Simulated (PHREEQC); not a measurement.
Solution (25 °C): 23 mmol/kgw Pb(NO3)2, 2.3 mmol/kgw NaNO3 and 0.12 mmol/kgw Na2SO4. Closed to the air; pH follows from the charge balance.

Computed with PHREEQC (ion-association model, phreeqc.dat).

| quantity | before | after |
|---|---|---|
| pH | 4.76 | 4.79 |
| ionic strength (mol/kgw) | 0.0616 | 0.0800 |
| NO3- (mol/kgw) | 0.0434 | 0.0630 |
| Pb+2 (mol/kgw) | 0.0180 | 0.0169 |
| PbNO3+ (mol/kgw) | 0.00486 | 0.00605 |
| PbOH+ (mol/kgw) | 1.06e-5 | 1.01e-5 |
| SI of Pb(OH)2 (Pb(OH)2) | -0.75 | -0.75 |

Q: Which change was made?
A) NaNO3 from 0.0023 to 0.00115 mol/kgw
B) Na2SO4 left out
C) NaNO3 from 0.0023 to 0.023 mol/kgw
D) Na2SO4 from 0.00012 to 0.0012 mol/kgw
E) 0.00024 mol/kgw HNO3 added

A: C, NaNO3 from 0.0023 to 0.023 mol/kgw

No solid was allowed to form. Some of these states are supersaturated (in Anglesite, for instance).
